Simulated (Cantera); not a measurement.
Input: 1 mol CH3SiH3, 310 mol H2, held at 2173.15 K and 21.0 mbar.

Cantera equilibrium calculation (NASA polynomials, part measured and part estimated; ideal gas, pure solids and liquids). Candidate condensed phases: C, C6H6, C7H8, C8H18, Si, SiC; 87 gas species. The feed counts by its element totals alone. Gases not in the tables: Si2H6 and higher silanes. The numbers say what is thermodynamically allowed, not how fast it happens.

Base state: H2 0.964, H 0.0327, Si 0.00190, C2H2 (acetylene) 0.00104, SiH 0.000126, Si2C 0.000102, SiC2 8.08e-5, SiH2 3.57e-5 (mole fractions); condensed: SiC(s).

### Question
What changes in the equilibrium state with this change: temperature from 2173.15 K to 1048.15 K?

### Answer
| species | before | after |
|---|---|---|
| H2 | 0.964 | 1.000 |
| H | 0.0327 | 5.35e-8 |
| Si | 0.00190 | <1e-9 |
| C2H2 (acetylene) | 0.00104 | <1e-9 |
| SiH | 0.000126 | <1e-9 |
| Si2C | 0.000102 | <1e-9 |
| SiC(s), mol | 0.248 | 1.000 |
| Si(s), mol | 0 | 0.000220 |
Mutual solubility and eutectic melting of coexisting phases are not modelled.

### Question
What changes in the equilibrium state with this change: temperature from 2173.15 K to 2098 K?

### Answer
```csv
species,before,after
H2,0.964,0.978
H,0.0327,0.0210
Si,0.00190,0.000833
SiC2,8.08e-5,1.78e-5
Si2C,0.000102,3.38e-5
C2H2 (acetylene),0.00104,0.000467
SiH,0.000126,6.50e-5
"SiC(s), mol",0.248,0.680
```

### Question
What changes in the equilibrium state with this change: pressure from 21.0 mbar to 0.240 bar?

### Answer
```
species       before     after
-----------  -------  --------
H2             0.964     0.989
H             0.0327   0.00981
Si           0.00190  0.000347
SiC2         8.08e-5   3.40e-6
CH4          3.81e-6   2.20e-5
SiC(s), mol    0.248     0.828
```
